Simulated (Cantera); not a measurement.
A closed system holds: 1 mol PbO, 2.7 mol CH4, 0.2 mol N2, equilibrated at 2252 °C and 2.78 Torr.

These are equilibrium values from Cantera (NASA tables, ideal gas, pure condensed phases), not measurements of a reactor. Candidate condensed phases: C, C6H6, C7H8, C8H18, H2O, Pb, PbO, PbO2, Pb3O4; 139 gas species. Equilibrium is a limit: real reactors are often held back by kinetics, nucleation or transport.

Base state: H2 0.440, H 0.306, CO 0.111, Pb 0.111, N2 0.0183, HCN 0.00677, C2H2 (acetylene) 0.00528, HNC 0.000815 (mole fractions); condensed: C(graphite).

**Question.** What changes in the equilibrium state with this change: pressure from 2.78 Torr to 0.495 Torr?

**Answer.** 
```tsv
species	before	after
H	0.306	0.538
H2	0.440	0.243
Pb	0.111	0.0959
CO	0.111	0.0959
N2	0.0183	0.0162
C2	1.83e-5	0.000102
C3	0.000197	0.00111
C	6.32e-5	0.000354
CN	0.000282	0.000627
C4H2	2.62e-5	1.45e-5
C(graphite), mol	1.52	1.53
```

**Question.** What changes in the equilibrium state with this change: temperature from 2252 °C to 1327 °C?

**Answer.** 
```tsv
species	before	after
H2	0.440	0.710
CO	0.111	0.132
Pb	0.111	0.132
H	0.306	0.000753
N2	0.0183	0.0262
C2H	0.000278	<1e-9
C3	0.000197	<1e-9
C(graphite), mol	1.52	1.70
```

**Question.** What changes in the equilibrium state with this change: temperature from 2252 °C to 1502 °C?

**Answer.** 
```json
[
 {"species": "H2", "before": "0.440", "after": "0.707"},
 {"species": "CO", "before": "0.111", "after": "0.131"},
 {"species": "Pb", "before": "0.111", "after": "0.131"},
 {"species": "H", "before": "0.306", "after": "0.00400"},
 {"species": "N2", "before": "0.0183", "after": "0.0259"},
 {"species": "C3", "before": "0.000197", "after": "<1e-9"},
 {"species": "C", "before": "6.32e-5", "after": "<1e-9"},
 {"species": "C2H", "before": "0.000278", "after": "4.48e-9"},
 {"species": "C2", "before": "1.83e-5", "after": "<1e-9"},
 {"species": "CN", "before": "0.000282", "after": "5.43e-8"},
 {"species": "C(graphite), mol", "before": "1.52", "after": "1.69"}
]
```
